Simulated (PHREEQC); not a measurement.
A made-up water analysis in mmol/kgw, 76 °C, pH 6.38, pe 1.8: Na 141; K 38.9; Ca 0.382; Mg 1.25; Cl 166; S(6) 7.72; Alkalinity (meq/kgw) 0.0212; F 0.3.

Cl is adjusted to close the charge balance.
Valence states are taken as typed.

Model: ion-association model, phreeqc.dat, run in PHREEQC.

```
quantity                     before     after
-------------------------  --------  --------
ionic strength (mol/kgw)      0.187     0.117
SO4-2 (mol/kgw)             0.00532   0.00552
NaSO4- (mol/kgw)            0.00131  0.000807
Mg+2 (mol/kgw)             0.000948  0.000860
KSO4- (mol/kgw)            0.000773  0.000967
Ca+2 (mol/kgw)             0.000348  0.000334
SI of Fluorite (CaF2)         -1.20     -1.10
SI of Gypsum (CaSO4:2H2O)     -2.13     -1.98
```

**Question.** Name the change that produced these shifts.
A) temperature from 76 to 40 °C at the same typed pH
B) Na from 141 to 70.5 mmol/kgw
C) S(6) from 7.72 to 23.2 mmol/kgw
D) pH from 6.38 to 5.88 at the same alkalinity

**Answer.** B, Na from 141 to 70.5 mmol/kgw

No solid was allowed to form. Constants without temperature data keep their 25 °C values here.
